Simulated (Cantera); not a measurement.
A closed system holds: 1 mol SiH₂Cl₂, 0.0035 mol Cl₂, 26 mol N₂, equilibrated at 180 Torr.

Equilibrium computed with Cantera from the NASA thermochemical tables; the gas is ideal and each condensed phase is pure. Candidate condensed phases: NH₄Cl, Si, Si₃N₄; 28 gas species. The tables' values for SiCl₃ are old estimates; treat these amounts as uncertain. Kinetics and transport are ignored. All values below are at 1550 K.

Base state: N₂ 0.930, HCl 0.0494, H₂ 0.0117, SiCl₂ 0.00465, SiCl₄ 0.00215, SiCl₃ 0.00190, SiHCl₃ 6.29e-5, Cl 2.34e-5 (mole fractions); condensed: Si₃N₄(s).

Question: What changes in the equilibrium state with this change: pressure from 180 Torr to 7.50 Torr?

Answer: 
```json
[
 {"species": "N₂", "before": "0.930", "after": "0.928"},
 {"species": "HCl", "before": "0.0494", "after": "0.0381"},
 {"species": "H₂", "before": "0.0117", "after": "0.0171"},
 {"species": "SiCl₂", "before": "0.00465", "after": "0.0157"},
 {"species": "SiCl₄", "before": "0.00215", "after": "0.000123"},
 {"species": "SiHCl₃", "before": "6.29e-5", "after": "6.84e-6"},
 {"species": "H", "before": "6.97e-6", "after": "4.12e-5"},
 {"species": "Cl", "before": "2.34e-5", "after": "7.31e-5"},
 {"species": "SiCl₃", "before": "0.00190", "after": "0.000835"},
 {"species": "Si₃N₄(s), mol", "before": "0.253", "after": "0.179"}
]
```
